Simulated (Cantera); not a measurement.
## Ti(OiPr)4 + H2 + C3H8 (titanium nitride, carbide and oxide coatings)

A closed system holds: 1 mol Ti(OiPr)4, 38 mol H2, 1.1 mol C3H8, equilibrated at 0.240 bar.

These are equilibrium values from Cantera (NASA tables, ideal gas, pure condensed phases), not measurements of a reactor. Candidate condensed phases: C, C6H6, C7H8, C8H18, H2O, Ti, TiC, TiO, TiO2, Ti2O3, Ti3O5, Ti4O7; 113 gas species. The feed counts by its element totals alone. TiC: taken at fixed stoichiometry. Kinetics and transport are ignored.

```json
[
 {"T (K)": "1325", "x H2": "0.932", "x CO": "0.0662", "x H": "3.22e-6", "x CH4": "0.00140", "x C2H2 (acetylene)": "7.93e-7", "x H2O": "0.000107", "x CH3": "9.56e-8", "n C(graphite)": "10.2", "n TiC(s)": "1.00"},
 {"T (K)": "1375", "x H2": "0.933", "x CO": "0.0662", "x H": "6.75e-6", "x CH4": "0.00104", "x C2H2 (acetylene)": "1.66e-6", "x H2O": "6.82e-5", "x CH3": "1.50e-7", "n C(graphite)": "10.2", "n TiC(s)": "1.00"},
 {"T (K)": "1425", "x H2": "0.933", "x CO": "0.0662", "x H": "1.34e-5", "x CH4": "0.000787", "x C2H2 (acetylene)": "3.29e-6", "x H2O": "4.50e-5", "x CH3": "2.28e-7", "n C(graphite)": "10.3", "n TiC(s)": "1.00"},
 {"T (K)": "1475", "x H2": "0.933", "x CO": "0.0662", "x H": "2.56e-5", "x CH4": "0.000607", "x C2H2 (acetylene)": "6.22e-6", "x H2O": "3.06e-5", "x CH3": "3.36e-7", "n C(graphite)": "10.3", "n TiC(s)": "1.00"},
 {"T (K)": "1525", "x H2": "0.933", "x CO": "0.0662", "x H": "4.66e-5", "x CH4": "0.000477", "x C2H2 (acetylene)": "1.13e-5", "x H2O": "2.13e-5", "x CH3": "4.84e-7", "n C(graphite)": "10.3", "n TiC(s)": "1.00"},
 {"T (K)": "1575", "x H2": "0.933", "x CO": "0.0662", "x H": "8.19e-5", "x CH4": "0.000380", "x C2H2 (acetylene)": "1.97e-5", "x H2O": "1.52e-5", "x CH3": "6.79e-7", "n C(graphite)": "10.3", "n TiC(s)": "1.00"},
 {"T (K)": "1625", "x H2": "0.933", "x CO": "0.0662", "x H": "0.000139", "x CH4": "0.000307", "x C2H2 (acetylene)": "3.32e-5", "x H2O": "1.11e-5", "x CH3": "9.33e-7", "n C(graphite)": "10.3", "n TiC(s)": "1.00"},
 {"T (K)": "1675", "x H2": "0.933", "x CO": "0.0662", "x H": "0.000229", "x CH4": "0.000252", "x C2H2 (acetylene)": "5.42e-5", "x H2O": "8.25e-6", "x CH3": "1.26e-6", "n C(graphite)": "10.3", "n TiC(s)": "1.00"},
 {"T (K)": "1725", "x H2": "0.933", "x CO": "0.0662", "x H": "0.000366", "x CH4": "0.000209", "x C2H2 (acetylene)": "8.60e-5", "x H2O": "6.24e-6", "x CH3": "1.66e-6", "n C(graphite)": "10.3", "n TiC(s)": "1.00"},
 {"T (K)": "1775", "x H2": "0.933", "x CO": "0.0662", "x H": "0.000571", "x CH4": "0.000175", "x C2H2 (acetylene)": "0.000133", "x H2O": "4.79e-6", "x CH3": "2.17e-6", "n C(graphite)": "10.3", "n TiC(s)": "1.00"},
 {"T (K)": "1825", "x H2": "0.933", "x CO": "0.0662", "x H": "0.000868", "x CH4": "0.000148", "x C2H2 (acetylene)": "0.000200", "x H2O": "3.74e-6", "x CH3": "2.78e-6", "n C(graphite)": "10.3", "n TiC(s)": "1.00"},
 {"T (K)": "1875", "x H2": "0.932", "x CO": "0.0662", "x H": "0.00129", "x CH4": "0.000126", "x C2H2 (acetylene)": "0.000295", "x H2O": "2.96e-6", "x CH3": "3.52e-6", "n C(graphite)": "10.3", "n TiC(s)": "1.00"},
 {"T (K)": "1925", "x H2": "0.931", "x CO": "0.0662", "x H": "0.00188", "x CH4": "0.000109", "x C2H2 (acetylene)": "0.000426", "x H2O": "2.37e-6", "x CH3": "4.40e-6", "n C(graphite)": "10.2", "n TiC(s)": "1.00"}
]
```
x: gas mole fraction; n: condensed amount in mol.

From 1325 K to 1925 K the condensed part is C(graphite) + TiC(s).
